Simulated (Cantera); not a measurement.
A diamond (100) surface in a fixed gas of H2 with x(CH4) = 0.024, x(H) = 0.0021, at 1250 K, 0.0120 bar; coverages are run to steady state.

Detailed kinetics in Cantera: the Harris–Goodwin 1993 mechanism for the reconstructed diamond (100) surface.

θ: site fractions in the mechanism's names (c6HH fully hydrogenated, c6H* and c6*H radical sites, c6** diradical, c6HM methylated).

```tsv
x(CH3)	growth (µm/h)	θ c6HH	θ c6H*	θ c6*H	θ c6**	θ c6HM
1e-06	0.00120	0.423	0.0431	0.502	0.0319	1.46e-6
2.2e-06	(withheld)	0.423	0.0431	0.502	0.0319	(withheld)
4.9e-06	0.00588	0.423	0.0431	0.502	0.0319	7.15e-6
1.1e-05	0.0132	0.423	0.0431	0.502	0.0319	1.60e-5
2.4e-05	0.0288	0.423	0.0431	0.502	0.0318	3.50e-5
5.3e-05	0.0633	0.423	0.0431	0.502	0.0317	7.72e-5
0.00012	(withheld)	0.423	0.0430	0.502	0.0315	(withheld)
0.00026	0.305	0.423	0.0430	0.501	0.0311	0.000376
0.00058	0.663	0.422	0.0429	0.500	0.0302	0.000829
```

### Question
Some entries are withheld; supply them.

### Answer

- 2.2e-06, growth (µm/h): 0.00264
- 2.2e-06, θ c6HM: 3.21e-6
- 0.00012, growth (µm/h): 0.143
- 0.00012, θ c6HM: 0.000174
